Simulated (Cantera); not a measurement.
# Reactions in the system H-O-Zr

Cantera with NASA thermochemical tables; ideal gases at 1 bar, condensed phases pure. Values are per mole of reaction as written; species without (g) are pure solids or liquids, kept so even where they would boil at 1 bar.

2 H2(g) + ZrO2(g) ⇌ Zr + 2 H2O(g)

```csv
T (K),ΔH° (kJ),ΔS° (J/K),ΔG° (kJ),log10 K,condensed phases
523,-200.4,-125.9,-134.6,13.44,Zr(α)
723,-202.7,-129.7,-109.0,7.87,Zr(α)
923,-204.2,-131.5,-82.8,4.69,Zr(α)
1123,-204.7,-132.0,-56.4,2.63,Zr(α)
1323,-201.0,-128.8,-30.7,1.21,Zr(β)
1523,-200.8,-128.6,-4.9,0.17,Zr(β)
1723,-199.8,-128.0,20.7,-0.63,Zr(β)
1923,-198.2,-127.1,46.3,-1.26,Zr(β)
2123,-195.7,-125.9,71.6,-1.76,Zr(β)
```
